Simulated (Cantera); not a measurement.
Feed: 1 mol B2H6, a varied amount of N2, 0.35 mol H2, equilibrated at 1823 K and 0.0133 bar.

These are equilibrium values from Cantera (NASA tables, ideal gas, pure condensed phases), not measurements of a reactor. Candidate condensed phases: B, BN; 15 gas species. The feed counts by its element totals alone. Mutual solubility and eutectic melting of coexisting phases are not modelled. The tables' values for BH2 are old estimates; treat these amounts as uncertain. The numbers say what is thermodynamically allowed, not how fast it happens.

x: gas mole fraction; n: condensed amount in mol.

| n(N2) (mol) | x H2 | x N2 | x H | x BH2 | n B(s) | n BN(s) |
|---|---|---|---|---|---|---|
| 0.58 | 0.996 | 0.000485 | 0.00374 | 0.000152 | 0.843 | 1.16 |
| 0.85 | 0.996 | 0.000485 | 0.00374 | 0.000152 | ? | ? |
| 1.2 | 0.940 | 0.0562 | 0.00364 | 1.34e-5 | 0 | 2.00 |
| 1.8 | 0.804 | 0.192 | 0.00336 | 6.18e-6 | 0 | 2.00 |
| 2.7 | 0.661 | 0.336 | 0.00305 | 3.84e-6 | 0 | 2.00 |
| 4 | 0.525 | 0.472 | 0.00272 | 2.58e-6 | 0 | 2.00 |
| 5.8 | ? | ? | ? | 1.80e-6 | 0 | 2.00 |
| 8.5 | 0.307 | 0.691 | 0.00208 | 1.25e-6 | 0 | 2.00 |

What belongs in the gaps?


- 0.85, n B(s): 0.303
- 0.85, n BN(s): 1.70
- 5.8, x H2: 0.409
- 5.8, x N2: 0.588
- 5.8, x H: 0.00240
